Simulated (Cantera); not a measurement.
Cantera run:

```python
import numpy as np
import cantera as ct

gas_names = """
    CL CL2 H HCL H2 N NH NH2 NH3 N2 N2H2 N2H4 Sr SrCL SrCL2
""".split()
cond_names = """
    NH4CL(a) NH4CL(b) Sr(a) Sr(b) Sr(L) SrCL2(a) SrCL2(b) SrCL2(L)
""".split()


# ... load() reads the species with a 1 bar reference pressure and builds the phases ...
atoms = {
    'SrCl2': {'Sr': 1, 'CL': 2},
    'HCl': {'H': 1, 'CL': 1},
    'N2': {'N': 2},
}
top_T = {}  # K; cautious upper limits of use, not melting points


# ... equilibrate(T, P, feed) seeds the gas with the atoms and calls Mixture.equilibrate('TP', solver="vcs", rtol=1e-11, max_steps=5000) ...
results = []
P = 1333.22  # Pa
for T in [1498, 1548, 1598, 1648, 1698, 1748, 1798, 1848, 1898, 1948, 1998]:
    for m in [2.8, 4, 5.8, 8.3, 12, 17, 24, 35, 50, 72, 100, 150]:
        feed = {'SrCl2': 1, 'HCl': 0.066, 'N2': m}  # mol
        mix = equilibrate(T, P, feed)
        results.append((T, P, feed, dict(zip(mix.species_names, mix.species_moles))))

for T, P, feed, n in results:
    print(f"{T:7g} {feed['N2']:10.4g}  " + (" + ".join(c for c in cond_names if n.get(c, 0) > 1e-12) or "gas only"))
```

Result:

```
   1498        2.8  SrCL2(L)
   1498          4  SrCL2(L)
   1498        5.8  SrCL2(L)
   1498        8.3  SrCL2(L)
   1498         12  SrCL2(L)
   1498         17  SrCL2(L)
   1498         24  SrCL2(L)
   1498         35  gas only
   1498         50  gas only
   1498         72  gas only
   1498        100  gas only
   1498        150  gas only
   1548        2.8  SrCL2(L)
   1548          4  SrCL2(L)
   1548        5.8  SrCL2(L)
   1548        8.3  SrCL2(L)
   1548         12  SrCL2(L)
   1548         17  gas only
   1548         24  gas only
   1548         35  gas only
   1548         50  gas only
   1548         72  gas only
   1548        100  gas only
   1548        150  gas only
   1598        2.8  SrCL2(L)
   1598          4  SrCL2(L)
   1598        5.8  SrCL2(L)
   1598        8.3  gas only
   1598         12  gas only
   1598         17  gas only
   1598         24  gas only
   1598         35  gas only
   1598         50  gas only
   1598         72  gas only
   1598        100  gas only
   1598        150  gas only
   1648        2.8  SrCL2(L)
   1648          4  gas only
   1648        5.8  gas only
   1648        8.3  gas only
   1648         12  gas only
   1648         17  gas only
   1648         24  gas only
   1648         35  gas only
   1648         50  gas only
   1648         72  gas only
   1648        100  gas only
   1648        150  gas only
   1698        2.8  gas only
   1698          4  gas only
   1698        5.8  gas only
   1698        8.3  gas only
   1698         12  gas only
   1698         17  gas only
   1698         24  gas only
   1698         35  gas only
   1698         50  gas only
   1698         72  gas only
   1698        100  gas only
   1698        150  gas only
   1748        2.8  gas only
   1748          4  gas only
   1748        5.8  gas only
   1748        8.3  gas only
   1748         12  gas only
   1748         17  gas only
   1748         24  gas only
   1748         35  gas only
   1748         50  gas only
   1748         72  gas only
   1748        100  gas only
   1748        150  gas only
   1798        2.8  gas only
   1798          4  gas only
   1798        5.8  gas only
   1798        8.3  gas only
   1798         12  gas only
   1798         17  gas only
   1798         24  gas only
   1798         35  gas only
   1798         50  gas only
   1798         72  gas only
   1798        100  gas only
   1798        150  gas only
   1848        2.8  gas only
   1848          4  gas only
   1848        5.8  gas only
   1848        8.3  gas only
   1848         12  gas only
   1848         17  gas only
   1848         24  gas only
   1848         35  gas only
   1848         50  gas only
   1848         72  gas only
   1848        100  gas only
   1848        150  gas only
   1898        2.8  gas only
   1898          4  gas only
   1898        5.8  gas only
   1898        8.3  gas only
   1898         12  gas only
   1898         17  gas only
   1898         24  gas only
   1898         35  gas only
   1898         50  gas only
   1898         72  gas only
   1898        100  gas only
   1898        150  gas only
   1948        2.8  gas only
   1948          4  gas only
   1948        5.8  gas only
   1948        8.3  gas only
   1948         12  gas only
   1948         17  gas only
   1948         24  gas only
   1948         35  gas only
   1948         50  gas only
   1948         72  gas only
   1948        100  gas only
   1948        150  gas only
   1998        2.8  gas only
   1998          4  gas only
   1998        5.8  gas only
   1998        8.3  gas only
   1998         12  gas only
   1998         17  gas only
   1998         24  gas only
   1998         35  gas only
   1998         50  gas only
   1998         72  gas only
   1998        100  gas only
   1998        150  gas only
```

Method: chemical equilibrium by Gibbs-energy minimisation in Cantera with the NASA 1993 tables (ideal gas, pure condensed phases).
